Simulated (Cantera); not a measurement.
Mixture: CH4 : C2H6 : C3H8 : O2 : N2 = 1 : 0.3 : 0.26 : 3.62 : 13.6 (molar parts), at 5.03 atm, adiabatic and at constant volume. Ignition delay is the time to a rise of 400 K.

Model: GRI-Mech 3.0 (53 species, 325 reactions), integrated in Cantera. GRI-Mech 3.0 was tuned for natural gas; its chemistry of propane as a main component is partial and can be far from experiment.

Q: Predict: delay at 1100 K; delay at 1175 K; delay at 1250 K; delay at 1325 K; delay at 1400 K; delay at 1475 K; apparent activation energy between 1325 and 1475 K.

A: 
```
Item                                                     Value
--------------------------------------------------  ----------
delay at 1100 K                                        3.51 ms
delay at 1175 K                                        1.14 ms
delay at 1250 K                                       0.416 ms
delay at 1325 K                                       0.169 ms
delay at 1400 K                                        75.5 µs
delay at 1475 K                                        36.9 µs
apparent activation energy between 1325 and 1475 K  160 kJ/mol
```
